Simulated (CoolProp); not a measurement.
Saturation properties of water.

Computed with CoolProp (reference Helmholtz-energy equation of state, Wagner 2002).

```csv
T (K),p (kPa),vapour density (kg/m³),enthalpy of vaporisation (kJ/kg),vapour viscosity (µPa s)
467.6,1382,7.017,1961,15.5
473.3,1560,7.885,1939,15.7
479,1754,8.837,1917,15.9
484.7,1967,9.882,1893,16.1
490.4,2200,11.03,1869,16.3
496.2,2458,12.30,1844,16.5
501.9,2734,13.67,1818,16.7
507.6,3032,15.16,1792,16.9
513.3,3356,16.79,1765,17.1
```

It boils at 373.1 K under 1 atm.

Viscosity comes from a separate model (Huber 2009).
